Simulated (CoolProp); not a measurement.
Vapour-liquid equilibrium of isobutene (1) + acetone (2) at 252.7 K; x and y are mole fractions of (1).

Values from CoolProp's multi-fluid Helmholtz-energy mixture model, Lemmon 2005 and Lemmon 2006; pair parameters Bell 2016.

```csv
x,"bubble pressure, mixture model (bar)","bubble pressure, Raoult's law (bar)","y, mixture model","y, Raoult's law"
0.05,0.1217,0.05591,0.776,0.518
0.15,0.2660,0.1110,0.905,0.783
0.25,0.3604,0.1661,0.935,0.872
0.35,0.4175,0.2213,0.947,0.917
0.45,0.4505,0.2764,0.953,0.944
0.55,0.4705,0.3315,0.957,0.962
0.65,0.4860,0.3866,0.961,0.974
0.75,0.5033,0.4418,0.965,0.984
0.85,0.5267,0.4969,0.973,0.991
0.95,0.5593,0.5520,0.988,0.997
```

The largest gap from Raoult's law is +139.6 % in bubble pressure, at x = 0.15. No azeotrope shows between x = 0.05 and 0.95.

Pair parameters are fitted to limited data, so mixtures are less certain than the pure fluids. With so large a gap from Raoult's law the liquid may split in two, which this calculation doesn't test in full.
